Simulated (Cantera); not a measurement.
Charge: 1 mol NiS, 4.7 mol H2, 36 mol N2, equilibrated at 1248.15 K and 1.33 mbar.

Equilibrium computed with Cantera from the NASA thermochemical tables; the gas is ideal and each condensed phase is pure. Candidate condensed phases: Ni, NiS, NiS2, Ni3S2, Ni3S4, S; 17 gas species. Gases not in the tables: S3 to S7. Equilibrium is a limit: real reactors are often held back by kinetics, nucleation or transport.

Base state: N2 0.882, H2 0.112, H2S 0.00318, S2 0.00245, SH 8.07e-5 (mole fractions); condensed: Ni3S2(l).

What changes in the equilibrium state with this change: H2 from 4.7 to 650 mol?


```
species         before    after
-------------  -------  -------
H2               0.112    0.946
N2               0.882   0.0525
H2S            0.00318  0.00143
S2             0.00245  6.94e-6
SH             8.07e-5  1.25e-5
H              4.29e-6  1.25e-5
Ni3S2(l), mol    0.333        0
Ni(s), mol           0    1.000
```

What changes in the equilibrium state with this change: temperature from 1248.15 K to 1000 K?


| species | before | after |
|---|---|---|
| N2 | 0.882 | 0.884 |
| H2 | 0.112 | 0.108 |
| H2S | 0.00318 | 0.00776 |
| S2 | 0.00245 | 0.000211 |
| SH | 8.07e-5 | 3.91e-6 |
| Ni3S2(l), mol | 0.333 | 0 |
| Ni3S2(s), mol | 0 | 0.333 |

What changes in the equilibrium state with this change: pressure from 1.33 mbar to 1.00 bar?


```tsv
species	before	after
N2	0.882	0.884
H2	0.112	0.107
H2S	0.00318	0.00814
S2	0.00245	2.32e-5
SH	8.07e-5	7.69e-6
Ni3S2(l), mol	0.333	0.333
```
